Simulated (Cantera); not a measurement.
Cantera run:

```python
import numpy as np
import cantera as ct

gas_names = """
    Fe FeO Fe(OH)2 H HO2 H2 H2O H2O2 H2S H2SO4 O OH O2 O3 S SH SO SO2 SO3 S2 S2O S8
""".split()
cond_names = """
    Fe(a) Fe(c) Fe(d) Fe(L) FeO(s) FeO(L) Fe(OH)2(s) Fe(OH)3(s) FeS(a) FeS(b) FeS(c) FeS(L) FeSO4(s)
    FeS2(s) Fe2O3(s) Fe2S3O12(s) Fe3O4(s) H2O(s) H2O(L) H2SO4(L) S(cr1) S(cr2) S(L)
""".split()


# ... load() reads the species with a 1 bar reference pressure and builds the phases ...
atoms = {
    'FeS': {'Fe': 1, 'S': 1},
    'SO3': {'S': 1, 'O': 3},
    'H2O': {'H': 2, 'O': 1},
}
top_T = {'FeSO4(s)': 950, 'FeS2(s)': 1010, 'Fe2O3(s)': 1830, 'Fe2S3O12(s)': 1100, 'Fe3O4(s)': 1870}  # K; cautious upper limits of use, not melting points


# ... equilibrate(T, P, feed) seeds the gas with the atoms and calls Mixture.equilibrate('TP', solver="vcs", rtol=1e-11, max_steps=5000) ...
results = []
feed = {'FeS': 1, 'SO3': 0.24, 'H2O': 6.1}  # mol
P = 2800  # Pa
for T in [975, 1075, 1175, 1275, 1375, 1475, 1575, 1675, 1775, 1875]:
    mix = equilibrate(T, P, feed)
    results.append((T, P, feed, dict(zip(mix.species_names, mix.species_moles))))

top = {s: max(r[3][s] / sum(r[3][g] for g in gas_names) for r in results) for s in gas_names}
cols = sorted((s for s in top if top[s] > 1e-05), key=lambda s: -top[s])[:7]
seen = [c for c in cond_names if any(r[3].get(c, 0) > 1e-12 for r in results)]
print("log10 of partial pressures in bar; condensed amounts in mol")
print(f"{'T/K':>10s}" + "".join(f"{s[:9]:>10s}" for s in cols + seen))
for T, P, feed, n in results:
    ng = sum(n[g] for g in gas_names)
    print(f"{T:10.4g}" + "".join(f"{np.log10(max(n[s] / ng * P / 1e5, 1e-99)):10.3f}" for s in cols)
          + "".join(f"{n.get(c, 0):10.4g}" for c in seen))
```

It prints:

```
log10 of partial pressures in bar; condensed amounts in mol
       T/K       H2O        H2       SO2        S2       H2S        SO        SH    FeO(s)    FeO(L)    FeS(c)  Fe3O4(s)
       975    -1.584    -3.745    -2.888    -3.974    -3.479    -6.781    -7.046         0         0    0.8174   0.06088
      1075    -1.589    -3.369    -2.883    -3.772    -3.450    -6.122    -6.385         0         0    0.7776   0.07414
      1175    -1.600    -3.062    -2.866    -3.594    -3.428    -5.567    -5.835         0         0    0.7183    0.0939
      1275    -1.622    -2.796    -2.814    -3.287    -3.323    -5.040    -5.288    0.4829         0    0.5171         0
      1375    -1.656    -2.562    -2.804    -3.013    -3.221    -4.605    -4.813    0.7623         0    0.2377         0
      1475    -1.692    -2.401    -2.773    -2.877    -3.225    -4.243    -4.473    0.9999         0         0         0
      1575    -1.713    -2.316    -2.696    -2.926    -3.369    -3.944    -4.288    0.9998         0         0         0
      1675    -1.735    -2.248    -2.633    -2.996    -3.516    -3.690    -4.143         0    0.9995         0         0
      1775    -1.757    -2.195    -2.584    -3.090    -3.669    -3.477    -4.033         0    0.9986         0         0
      1875    -1.778    -2.154    -2.549    -3.213    -3.831    -3.300    -3.958         0    0.9949         0         0
```

These are equilibrium values from Cantera (NASA tables, ideal gas, pure condensed phases), not measurements of a reactor. Metal and sulfide melt together well below either melting point, which pure phases cannot show. Mutual solubility and eutectic melting of coexisting phases are not modelled. The tables' stoichiometric FeO is somewhat more stable than real wüstite, so its field is too wide. FeO, FeS: taken at fixed stoichiometry. Gases not in the tables: S3 to S7.
